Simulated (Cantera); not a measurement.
# Low-pressure radical oxidation in H2/O2

An isothermal, constant-pressure homogeneous reactor starts with 8.76 % H₂, 91.2 % O₂, at 1100 K and 140 Pa.

Cantera simulation using the H2/O2 subset of GRI-Mech 3.0, which has no nitrogen chemistry; the numbers are that mechanism's predictions, not measurements. Radical loss at walls, strong at low pressure, is not modelled. The temperature is held fixed by assumption; the heat of reaction is taken as removed at once.

```
t (s)         x H₂   x O₂     x HO₂       x H     x H₂O      x OH
--------  --------  -----  --------  --------  --------  --------
0.000700    0.0876  0.912  6.84e-10  5.53e-10  1.18e-10  1.90e-10
0.00354     0.0876  0.912   3.46e-9   6.62e-9   1.04e-8   4.06e-9
0.0179      0.0871  0.912   1.54e-7  0.000147  0.000321   9.39e-5
0.0906     0.00206  0.854   7.21e-7    0.0228    0.0725   0.00366
0.458      0.00168  0.867   7.22e-7    0.0158    0.0775   0.00333
2.32      0.000586  0.896   6.08e-7   0.00293    0.0878   0.00199
11.7       3.71e-5  0.907   1.86e-7   4.54e-5    0.0912  0.000504
59.3       1.86e-6  0.908   2.01e-8   5.11e-7    0.0915  0.000113
300        1.69e-7  0.908   2.60e-9   1.41e-8    0.0916   3.42e-5
```
x: mole fraction; the columns are a selection and need not sum to one.

Equilibrium at this temperature and pressure: H₂ 3.41e-9, O₂ 0.908, HO₂ 2.21e-9, H 4.06e-11, H₂O 0.0916, OH 4.87e-6 (gas phase only).
